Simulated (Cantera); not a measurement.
A closed system holds: 1 mol Si3N4, 0.16 mol CO2, 15 mol N2, at 1050 K and 0.00130 bar.

Cantera equilibrium calculation (NASA polynomials, part measured and part estimated; ideal gas, pure solids and liquids). Candidate condensed phases: C, Si, SiC, SiO2, Si2N2O, Si3N4; 34 gas species. Mutual solubility and eutectic melting of coexisting phases are not modelled. Kinetics and transport are ignored.

Base state: N2 1.00 (mole fractions); condensed: C(graphite) + Si2N2O(s) + Si3N4(s).

**Question.** What changes in the equilibrium state with this change: temperature from 1050 K to 1700 K?

**Answer.** 
```csv
species,before,after
N2,1.00,0.981
SiO,<1e-9,0.0175
CO,9.18e-8,0.000942
Si,<1e-9,0.000522
Si2N,<1e-9,2.04e-5
SiN,<1e-9,1.13e-5
"C(graphite), mol",0.160,0
"Si2N2O(s), mol",0.320,0
"Si3N4(s), mol",0.787,0
"Si(l), mol",0,2.54
"SiC(s), mol",0,0.144
```
The tables' values for SiN are old estimates; treat these amounts as uncertain.
